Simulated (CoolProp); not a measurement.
Saturation properties of hydrogen chloride (Tc = 324.7 K, pc = 83.14 bar, ω = 0.130).

Model: reference Helmholtz-energy equation of state, Thol 2018, in CoolProp.

```csv
T (K),p (bar),vapour density (kg/m³),enthalpy of vaporisation (kJ/kg),liquid cp (kJ/(kg K))
228.1,6.367,13.61,394.3,1.727
241.1,10.08,21.20,374.3,1.777
254.1,15.20,31.90,351.6,1.850
267,21.98,46.70,325.5,1.960
280,30.84,67.69,294.4,2.138
293,42.13,98.26,256.0,2.468
306,56.31,146.6,205.1,3.271
318.9,73.88,242.7,123.3,7.909
```

It boils at 188.2 K under 1 atm.
